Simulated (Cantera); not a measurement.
Input: 1 mol Al, 0.46 mol Cl2, at 650 °C and 1.33 mbar.

Cantera equilibrium calculation (NASA polynomials, part measured and part estimated; ideal gas, pure solids and liquids). Candidate condensed phases: Al, AlCl3; 8 gas species. The tables' values for AlCl2 are old estimates; treat these amounts as uncertain. The numbers say what is thermodynamically allowed, not how fast it happens.

Base state: AlCl3 0.867, AlCl 0.114, AlCl2 0.0186, Al2Cl6 0.000319 (mole fractions); condensed: Al(s).

Q: What changes in the equilibrium state with this change: Cl2 from 0.46 to 7 mol?

A: 
```csv
species,before,after
Cl2,<1e-9,0.844
AlCl3,0.867,0.154
Cl,<1e-9,0.00281
AlCl,0.114,<1e-9
AlCl2,0.0186,<1e-9
Al2Cl6,0.000319,1.00e-5
"Al(s), mol",0.666,0
```
